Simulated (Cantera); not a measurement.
What does this Cantera script print?

```python
import numpy as np
import cantera as ct

gas_names = [...]  # 114 gases of nasa_gas.yaml made of C, Fe, H, O
cond_names = """
    C(gr) C6H6(L) C7H8(L) C8H18(L),n-octa Fe(a) Fe(c) Fe(d) Fe(L) FeC5O5(L) FeO(s) FeO(L) Fe(OH)2(s)
    Fe(OH)3(s) Fe2O3(s) Fe3O4(s) H2O(s) H2O(L)
""".split()


# ... load() reads the species with a 1 bar reference pressure and builds the phases ...
atoms = {
    'Fe2O3': {'Fe': 2, 'O': 3},
    'CH4': {'C': 1, 'H': 4},
    'CO': {'C': 1, 'O': 1},
}
top_T = {'C(gr)': 4500, 'Fe2O3(s)': 1830, 'Fe3O4(s)': 1870}  # K; cautious upper limits of use, not melting points


# ... equilibrate(T, P, feed) seeds the gas with the atoms and calls Mixture.equilibrate('TP', solver="vcs", rtol=1e-11, max_steps=5000) ...
results = []
feed = {'Fe2O3': 1, 'CH4': 1.8, 'CO': 2}  # mol
P = 220  # Pa
for T in [1975, 2025, 2075, 2125, 2175, 2225, 2275, 2325, 2375, 2425, 2475, 2525]:
    mix = equilibrate(T, P, feed)
    results.append((T, P, feed, dict(zip(mix.species_names, mix.species_moles))))

top = {s: max(r[3][s] / sum(r[3][g] for g in gas_names) for r in results) for s in gas_names}
cols = sorted((s for s in top if top[s] > 0.0001), key=lambda s: -top[s])[:8]
seen = [c for c in cond_names if any(r[3].get(c, 0) > 1e-12 for r in results)]
print("log10 of partial pressures in bar; condensed amounts in mol")
print(f"{'T/K':>10s}" + "".join(f"{s[:9]:>10s}" for s in cols + seen))
for T, P, feed, n in results:
    ng = sum(n[g] for g in gas_names)
    print(f"{T:10.4g}" + "".join(f"{np.log10(max(n[s] / ng * P / 1e5, 1e-99)):10.3f}" for s in cols)
          + "".join(f"{n.get(c, 0):10.4g}" for c in seen))
```

It prints:

```
log10 of partial pressures in bar; condensed amounts in mol
       T/K        CO        H2         H        Fe       H2O       CO2         O        OH     Fe(L)
      1975    -3.042    -3.172    -4.450    -3.562    -3.629    -4.151    -7.339    -5.927    0.9272
      2025    -3.087    -3.223    -4.327    -3.338    -3.676    -4.210    -7.004    -5.761         0
      2075    -3.088    -3.232    -4.190    -3.340    -3.679    -4.221    -6.683    -5.580         0
      2125    -3.090    -3.243    -4.061    -3.343    -3.683    -4.232    -6.376    -5.408         0
      2175    -3.093    -3.256    -3.939    -3.347    -3.690    -4.243    -6.083    -5.245         0
      2225    -3.096    -3.273    -3.825    -3.351    -3.701    -4.254    -5.803    -5.092         0
      2275    -3.101    -3.293    -3.718    -3.357    -3.716    -4.266    -5.536    -4.948         0
      2325    -3.106    -3.319    -3.618    -3.363    -3.738    -4.281    -5.283    -4.815         0
      2375    -3.113    -3.349    -3.525    -3.371    -3.769    -4.300    -5.044    -4.695         0
      2425    -3.121    -3.384    -3.439    -3.381    -3.813    -4.326    -4.821    -4.590         0
      2475    -3.130    -3.426    -3.361    -3.392    -3.872    -4.363    -4.617    -4.503         0
      2525    -3.141    -3.475    -3.290    -3.405    -3.952    -4.415    -4.436    -4.438         0
```

Equilibrium computed with Cantera from the NASA thermochemical tables; the gas is ideal and each condensed phase is pure.
